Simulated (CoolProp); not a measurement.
A closed Brayton cycle with carbon dioxide: compressor inlet 333.15 K and 7.6 MPa, high pressure 21.2 MPa, turbine inlet 660 K, compressor efficiency 0.8, turbine efficiency 0.85, recuperator effectiveness 0.8 (on enthalpy, no pinch check). Each further row changes one setting.

Computed with CoolProp (reference Helmholtz-energy equation of state, Span 1996).

| case | thermal efficiency (%) | net work (kJ/kg) | compressor to turbine work | compressor exit (K) | turbine exit (K) |
|---|---|---|---|---|---|
| as stated | 17.1 | 32.3 | 0.67 | 429.4 | 557.5 |
| turbine inlet 610 K | ___ | ___ | ___ | 429.4 | 511.0 |
| compressor inlet 343.15 K | ___ | 26.7 | ___ | 443.6 | 557.5 |
| high pressure 18 MPa | ___ | 30.3 | 0.64 | ___ | ___ |
| recuperator effectiveness 0.5 | 13.9 | 32.3 | 0.67 | 429.4 | 557.5 |

Q: Complete the blanks.

A: 
- turbine inlet 610 K, thermal efficiency (%): 13.5
- turbine inlet 610 K, net work (kJ/kg): 22.7
- turbine inlet 610 K, compressor to turbine work: 0.74
- compressor inlet 343.15 K, thermal efficiency (%): 14.9
- compressor inlet 343.15 K, compressor to turbine work: 0.72
- high pressure 18 MPa, thermal efficiency (%): 17.3
- high pressure 18 MPa, compressor exit (K): 413.3
- high pressure 18 MPa, turbine exit (K): 573.6
